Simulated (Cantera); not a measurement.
## Stirred combustor or abatement burner

A perfectly stirred reactor is fed with CO : H2 : O2 : N2 = 1 : 1 : 2.44 : 9.17 (molar parts), equivalence ratio 0.41, at 12.0 bar; it is adiabatic with a 425 K inlet, and is followed from long to short residence time, starting on the burning branch (τ in s: 0.043, 0.022, 0.011, 0.0056, 0.0028, 0.0014, 0.00072, 0.00036, 0.00018, 9.2e-05, 4.6e-05).

Model: GRI-Mech 3.0 (53 species, 325 reactions), integrated in Cantera. The hydrogen kinetics of GRI-Mech 3.0 are dated; newer H2 mechanisms differ, most at raised pressure. The pressure lies above the range GRI-Mech 3.0 was tuned for (to about 10 atm).

```tsv
τ (s)	T (K)	x CO	x H2	x O2	x NO	x HO2	x H2O2	x CO2
0.043	1611	0.000298	2.83e-5	0.114	3.27e-6	2.93e-6	1.54e-7	0.0790
0.022	1609	0.000487	4.57e-5	0.114	3.45e-6	4.61e-6	2.11e-7	0.0788
0.011	1607	0.000808	7.54e-5	0.114	3.63e-6	7.45e-6	2.94e-7	0.0785
0.0056	1602	0.00133	0.000123	0.115	3.66e-6	1.20e-5	4.07e-7	0.0779
0.0028	1594	0.00224	0.000208	0.115	3.41e-6	1.97e-5	5.75e-7	0.0770
0.0014	1581	0.00388	0.000360	0.116	2.82e-6	3.30e-5	8.37e-7	0.0752
0.00072	1556	0.00696	0.000661	0.117	1.97e-6	5.66e-5	1.33e-6	0.0720
0.00036	425	0.0735	0.0735	0.179	<1e-12	<1e-12	<1e-12	<1e-12
0.00018	425	0.0735	0.0735	0.179	<1e-12	<1e-12	<1e-12	<1e-12
9.2e-5	425	0.0735	0.0735	0.179	<1e-12	<1e-12	<1e-12	<1e-12
4.6e-5	425	0.0735	0.0735	0.179	<1e-12	<1e-12	<1e-12	<1e-12
```
x: mole fraction; the columns are a selection and need not sum to one.
